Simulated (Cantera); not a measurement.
## PbO + H₂ + H₂O (hydrogen reduction and annealing atmospheres)

A closed system holds: 1 mol PbO, 1400 mol H₂, 0.2 mol H₂O, equilibrated at 75.0 Torr.

Method: chemical equilibrium by Gibbs-energy minimisation in Cantera with the NASA 1993 tables (ideal gas, pure condensed phases). Candidate condensed phases: H₂O, Pb, PbO, PbO₂, Pb₃O₄; 12 gas species. The numbers say what is thermodynamically allowed, not how fast it happens.

| T (K) | x H₂ | x H₂O | x Pb | x H | n Pb(l) |
|---|---|---|---|---|---|
| 875 | 0.999 | 0.000857 | 6.74e-6 | 1.59e-10 | 0.991 |
| 925 | 0.999 | 0.000857 | 2.67e-5 | 8.23e-10 | 0.963 |
| 975 | 0.999 | 0.000857 | 9.17e-5 | 3.62e-9 | 0.872 |
| 1025 | 0.999 | 0.000857 | 0.000278 | 1.38e-8 | 0.610 |
| 1075 | 0.998 | 0.000856 | 0.000714 | 4.64e-8 | 0 |
| 1125 | 0.998 | 0.000856 | 0.000714 | 1.40e-7 | 0 |
| 1175 | 0.998 | 0.000856 | 0.000714 | 3.87e-7 | 0 |
| 1225 | 0.998 | 0.000856 | 0.000714 | 9.85e-7 | 0 |
| 1275 | 0.998 | 0.000856 | 0.000714 | 2.33e-6 | 0 |
| 1325 | 0.998 | 0.000856 | 0.000714 | 5.17e-6 | 0 |
| 1375 | 0.998 | 0.000856 | 0.000714 | 1.08e-5 | 0 |
| 1425 | 0.998 | 0.000856 | 0.000714 | 2.16e-5 | 0 |
x: gas mole fraction; n: condensed amount in mol.

From 875 K to 1025 K the condensed part is Pb(l). From 1075 K to 1425 K nothing is condensed. The main Pb-bearing gas is Pb throughout.
